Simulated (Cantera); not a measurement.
What does this Cantera script print?

```python
import numpy as np
import cantera as ct

gas = ct.Solution("gri30.yaml")
gas.TPX = 1250, 2200, {'N2O': 1, 'H2': 0.002, 'N2': 2.4}
reactor = ct.IdealGasConstPressureReactor(gas, energy="off", clone=False)
net = ct.ReactorNet([reactor])
net.rtol, net.atol = 1e-08, 1e-18
show = ['N2O', 'H2', 'HO2', 'H', 'H2O2', 'O']
times = np.geomspace(2e-05, 10, 14)

steps = ct.SolutionArray(gas, extra=["t"])
rows = []
print(f"{'t/s':>10s}{'T/K':>9s}{'P/Pa':>11s}" + "".join(f"{s:>11s}" for s in show))
for t in times:
    while net.time < t:
        t_next = net.step()
        steps.append(gas.state, t=t_next)
    rows.append([np.interp(t, steps.t, y) for y in (steps.T, steps.P, *steps(*show).X.T)])
    print(f"{t:10.3e}{rows[-1][0]:9.1f}{rows[-1][1]:11.4g}" + "".join(f"{x:11.3e}" for x in rows[-1][2:]))
rate = np.gradient(steps.T, steps.t)
print("integrator steps:", len(steps.t))
if steps.T.max() > steps.T[0] + 200:
    print(f"time of steepest temperature rise: {steps.t[rate.argmax()]:.4e} s")
gas.TPX = 1250, 2200, {'N2O': 1, 'H2': 0.002, 'N2': 2.4}
gas.equilibrate("TP")
print(f"equilibrium (TP): T = {gas.T:.1f} K  " + "  ".join(f"{s} {gas[s].X[0]:.3e}" for s in show))
```

Result:

```
       t/s      T/K       P/Pa        N2O         H2        HO2          H       H2O2          O
 2.000e-05   1250.0       2200  2.939e-01  5.879e-04  1.615e-14  8.113e-11  9.674e-21  9.774e-08
 5.488e-05   1250.0       2200  2.939e-01  5.879e-04  3.537e-13  5.269e-10  5.719e-19  2.619e-07
 1.506e-04   1250.0       2200  2.939e-01  5.879e-04  8.138e-12  2.787e-09  3.575e-17  6.740e-07
 4.132e-04   1250.0       2200  2.939e-01  5.879e-04  1.831e-10  1.036e-08  2.251e-15  1.562e-06
 1.134e-03   1250.0       2200  2.939e-01  5.877e-04  3.418e-09  2.740e-08  1.229e-13  2.847e-06
 3.111e-03   1250.0       2200  2.939e-01  5.865e-04  4.569e-08  6.138e-08  5.301e-12  3.552e-06
 8.537e-03   1250.0       2200  2.938e-01  5.799e-04  3.995e-07  1.353e-07  2.433e-10  3.586e-06
 2.343e-02   1250.0       2200  2.936e-01  5.436e-04  1.858e-06  2.545e-07  7.518e-09  3.572e-06
 6.428e-02   1250.0       2200  2.930e-01  4.127e-04  2.602e-06  2.522e-07  1.944e-08  3.618e-06
 1.764e-01   1250.0       2200  2.915e-01  1.950e-04  1.599e-06  1.039e-07  7.571e-09  3.694e-06
 4.840e-01   1250.0       2200  2.879e-01  4.249e-05  5.665e-07  1.858e-08  1.010e-09  3.728e-06
 1.328e+00   1250.0       2200  2.787e-01  2.549e-06  1.502e-07  3.806e-09  9.167e-11  3.746e-06
 3.644e+00   1250.0       2200  2.550e-01  7.646e-09  5.418e-08  3.352e-09  3.121e-11  3.742e-06
 1.000e+01   1250.0       2200  2.008e-01  5.016e-09  1.860e-08  3.822e-09  2.353e-11  3.723e-06
integrator steps: 1343
equilibrium (TP): T = 1250.0 K  N2O 2.470e-09  H2 3.354e-10  HO2 4.344e-10  H 6.009e-11  H2O2 1.001e-12  O 1.679e-07
```

Computed with Cantera and GRI-Mech 3.0 (53 species, 325 reactions). GRI-Mech 3.0 was tuned for natural gas; its chemistry of N2O as a main component is partial and can be far from experiment. Radical loss at walls, strong at low pressure, is not modelled. The mechanism lacks the step 2 NO + O2 → 2 NO2, which can matter for NO2 below about 1400 K. The temperature is held fixed by assumption; the heat of reaction is taken as removed at once.
